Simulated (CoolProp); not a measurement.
The fluid at 447.23 K and 6.76 MPa flows at 0.19 m/s in a round tube of 20 mm bore and 0.25 µm roughness, fully developed (64/Re and Nu = 3.66 if laminar; Colebrook and Gnielinski if turbulent). The same conditions are run with several fluids, on thermodynamics alone (safety and materials aside).

Model: reference Helmholtz-energy equation of state of each fluid (water: Wagner 2002; n-nonane: Lemmon 2006; m-xylene: Zhou 2012; toluene: Lemmon 2006; n-pentane: Thol 2019), in CoolProp.

Rank water, n-nonane, m-xylene, toluene, n-pentane by Reynolds number, highest first.

n-pentane (37100), water (21700), toluene (15700), m-xylene (14800), n-nonane (11800)

| fluid | Darcy friction factor | pressure drop (Pa/m) | heat-transfer coefficient (W/(m² K)) | mass flow (kg/h) |
|---|---|---|---|---|
| water | 0.0254 | 20.6 | 2240 | 193 |
| n-nonane | 0.0296 | 16.1 | 410 | 129 |
| m-xylene | 0.0279 | 18.4 | 451 | 157 |
| toluene | 0.0275 | 18.0 | 459 | 155 |
| n-pentane | 0.0224 | 9.22 | 554 | 98.0 |

Transport values come from each fluid's own correlations; those of n-pentane are estimates that may be off by 10 % or more.
